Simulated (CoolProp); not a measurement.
Model: reference Helmholtz-energy equation of state, Lemmon 2006, in CoolProp. It is a short technical equation, of lower accuracy than the large ones.

Task: For toluene, give the phase and the density (kg/m³), viscosity (µPa s) at 620 K and 0.442 MPa.

Result: 
- 620 K and 0.442 MPa: gas; density 8.18, viscosity 14.2

Viscosity comes from a separate model (Avgeri 2015).
